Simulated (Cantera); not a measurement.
A closed system holds: 1 mol c-C4F8, 0.064 mol F2, 0.24 mol H2, at 1027 °C and 3.50e-5 bar.

Cantera equilibrium calculation (NASA polynomials, part measured and part estimated; ideal gas, pure solids and liquids). Candidate condensed phases: C, C6H6, C7H8, C8H18; 95 gas species. The feed counts by its element totals alone. Gases not in the tables: C2F6 and larger saturated fluorocarbons. The numbers say what is thermodynamically allowed, not how fast it happens.

Base state: CF4 0.799, HF 0.201, CF2 0.000204, F 8.27e-5, CF3 2.09e-5 (mole fractions); condensed: C(graphite).

Task: What changes in the equilibrium state with this change: temperature from 1027 °C to 1477 °C?

Result: 
```
species             before     after
----------------  --------  --------
CF4                  0.799     0.558
HF                   0.201     0.166
F                  8.27e-5     0.141
CF2               0.000204     0.131
CF                 1.69e-9  0.000158
CF3                2.09e-5   0.00352
C(graphite), mol      2.09      2.00
```
